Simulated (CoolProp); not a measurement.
A Linde-Hampson liquefier for CF4 (R14): isothermal reversible compression at 320 K from 1 atm to 10 MPa, throttling to 1 atm, return gas leaving the recuperator 10 K below the feed. Each further row changes one setting.

Values from CoolProp's reference Helmholtz-energy equation of state, Platzer 1990. This equation is an older, rougher fit; its heat capacities, sound speeds and derivatives of the liquid may be far off and weren't checked against measurements.

| case | liquid yield per pass | compression work (kJ/kg of gas) |
|---|---|---|
| as stated | ? | 131 |
| high pressure 20 MPa | 0.202 | 148 |
| warm-end temperature 350 K | 0.079 | ? |
| warm-end gap 15 K | ? | 131 |

### Question
Some entries are withheld; supply them.

### Answer

- as stated, liquid yield per pass: 0.118
- warm-end temperature 350 K, compression work (kJ/kg of gas): 146
- warm-end gap 15 K, liquid yield per pass: 0.104
